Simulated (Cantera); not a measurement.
**Equilibrium for chlorosilane synthesis and conversion: SiCl4 + HCl + H2**

Feed: 1 mol SiCl4, 5.1 mol HCl, 7.2 mol H2, at 1.80 bar.

Method: chemical equilibrium by Gibbs-energy minimisation in Cantera with the NASA 1993 tables (ideal gas, pure condensed phases). Candidate condensed phases: Si; 19 gas species. The tables' values for SiCl3 are old estimates; treat these amounts as uncertain. Rates play no part.

| T (K) | x H2 | x HCl | x SiCl4 | x SiCl3 | x SiHCl3 | x SiCl2 |
|---|---|---|---|---|---|---|
| 1173 | 0.539 | 0.386 | 0.0725 | 0.000276 | 0.00236 | 1.04e-5 |
| 1223 | 0.538 | 0.387 | 0.0715 | 0.000561 | 0.00307 | 3.50e-5 |
| 1273 | 0.536 | 0.388 | 0.0701 | 0.00107 | 0.00387 | 0.000106 |
| 1323 | 0.535 | 0.390 | 0.0681 | 0.00191 | 0.00473 | 0.000292 |
| 1373 | 0.532 | 0.393 | 0.0654 | 0.00321 | 0.00560 | 0.000727 |
| 1423 | 0.528 | 0.397 | 0.0617 | 0.00506 | 0.00638 | 0.00164 |
| 1473 | 0.523 | 0.402 | 0.0567 | 0.00748 | 0.00693 | 0.00337 |
| 1523 | 0.516 | 0.409 | 0.0505 | 0.0103 | 0.00715 | 0.00624 |
x: gas mole fraction; nothing condenses.

From 1173 K to 1523 K nothing is condensed. The main Si-bearing gas is SiCl4 throughout.
